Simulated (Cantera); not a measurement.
What does this Cantera script print?

```python
import numpy as np
import cantera as ct

gas_names = """
    Fe FeO Fe(OH)2 H HO2 H2 H2O H2O2 H2S H2SO4 O OH O2 O3 S SH SO SO2 SO3 S2 S2O S8
""".split()
cond_names = """
    Fe(a) Fe(c) Fe(d) Fe(L) FeO(s) FeO(L) Fe(OH)2(s) Fe(OH)3(s) FeS(a) FeS(b) FeS(c) FeS(L) FeSO4(s)
    FeS2(s) Fe2O3(s) Fe2S3O12(s) Fe3O4(s) H2O(s) H2O(L) H2SO4(L) S(cr1) S(cr2) S(L)
""".split()


def load(file, names, dense=False):
    # The tables refer to 1 bar. Condensed volumes are neglected.
    table = {s.name: s for s in ct.Species.list_from_file(file)}
    out = []
    for n in names:
        d = dict(table[n].input_data)
        d["thermo"] = dict(d["thermo"], **{"reference-pressure": 1e5})
        if dense:
            d["equation-of-state"] = {"model": "constant-volume", "density": "1e6 g/cm^3"}
        out.append(ct.Species.from_dict(d))
    return out


gas = ct.Solution(thermo="ideal-gas", species=load("nasa_gas.yaml", gas_names))
cond = {s.name: ct.Solution(thermo="fixed-stoichiometry", species=[s], name=s.name)
        for s in load("nasa_condensed.yaml", cond_names, dense=True)}
atoms = {
    'FeS2': {'Fe': 1, 'S': 2},
    'SO3': {'S': 1, 'O': 3},
    'H2O': {'H': 2, 'O': 1},
}
top_T = {'FeSO4(s)': 950, 'FeS2(s)': 1010, 'Fe2O3(s)': 1830, 'Fe2S3O12(s)': 1100, 'Fe3O4(s)': 1870}  # K; cautious upper limits of use, not melting points


def equilibrate(T, P, feed):
    n = {}
    for name, mol in feed.items():
        for a, k in atoms[name].items():
            n[a] = n.get(a, 0.0) + k * mol
    gas.TPX = T, P, n
    mass = sum(n.values()) * gas.mean_molecular_weight
    gas.equilibrate("TP")
    valid = [c for c in cond.values() if c.min_temp <= T <= top_T.get(c.name, c.max_temp)]
    mix = ct.Mixture([(gas, mass / gas.mean_molecular_weight)] + [(c, 0.0) for c in valid])
    mix.T, mix.P = T, P
    mix.equilibrate("TP", solver="vcs", rtol=1e-11, max_steps=5000)
    return mix


results = []
feed = {'FeS2': 1, 'SO3': 0.11, 'H2O': 0.28}  # mol
P = 21000  # Pa
for T in [698, 798, 898, 998, 1098, 1198, 1298, 1398, 1498, 1598, 1698, 1798]:
    mix = equilibrate(T, P, feed)
    results.append((T, P, feed, dict(zip(mix.species_names, mix.species_moles))))

top = {s: max(r[3][s] / sum(r[3][g] for g in gas_names) for r in results) for s in gas_names}
cols = sorted((s for s in top if top[s] > 0.001), key=lambda s: -top[s])[:8]
seen = [c for c in cond_names if any(r[3].get(c, 0) > 1e-12 for r in results)]
print("log10 of partial pressures in bar; condensed amounts in mol")
print(f"{'T/K':>10s}" + "".join(f"{s[:9]:>10s}" for s in cols + seen))
for T, P, feed, n in results:
    ng = sum(n[g] for g in gas_names)
    print(f"{T:10.4g}" + "".join(f"{np.log10(max(n[s] / ng * P / 1e5, 1e-99)):10.3f}" for s in cols)
          + "".join(f"{n.get(c, 0):10.4g}" for c in seen))
```

Result:

```
log10 of partial pressures in bar; condensed amounts in mol
       T/K       H2O        S2       SO2       H2S        H2        SO       S2O        SH    FeS(c)    FeS(L)   FeS2(s)  Fe3O4(s)
       698    -0.866    -4.618    -1.133    -3.622    -5.461    -8.652    -5.175    -9.816         0         0    0.9791  0.006982
       798    -0.870    -3.410    -1.134    -2.942    -4.553    -7.209    -4.308    -8.056         0         0    0.9774  0.007539
       898    -0.938    -1.985    -1.119    -2.120    -3.793    -5.958    -3.260    -6.418    0.1301         0    0.8699         0
       998    -1.311    -1.015    -1.339    -1.790    -3.425    -5.117    -2.665    -5.314         1         0         0         0
      1098    -1.294    -1.008    -1.351    -1.870    -3.079    -4.542    -2.684    -4.782         1         0         0         0
      1198    -1.285    -1.004    -1.359    -1.942    -2.795    -4.062    -2.700    -4.343         1         0         0         0
      1298    -1.283    -1.001    -1.363    -2.010    -2.561    -3.655    -2.713    -3.974         1         0         0         0
      1398    -1.287    -1.001    -1.364    -2.076    -2.366    -3.306    -2.724    -3.662         1         0         0         0
      1498    -1.297    -1.002    -1.364    -2.140    -2.203    -3.004    -2.735    -3.397         0         1         0         0
      1598    -1.312    -1.006    -1.362    -2.204    -2.068    -2.740    -2.745    -3.169         0         1         0         0
      1698    -1.333    -1.011    -1.362    -2.269    -1.955    -2.507    -2.756    -2.972         0         1         0         0
      1798    -1.358    -1.018    -1.363    -2.334    -1.862    -2.302    -2.770    -2.803         0         1         0         0
```

These are equilibrium values from Cantera (NASA tables, ideal gas, pure condensed phases), not measurements of a reactor. FeS: taken at fixed stoichiometry. Gases not in the tables: S3 to S7.
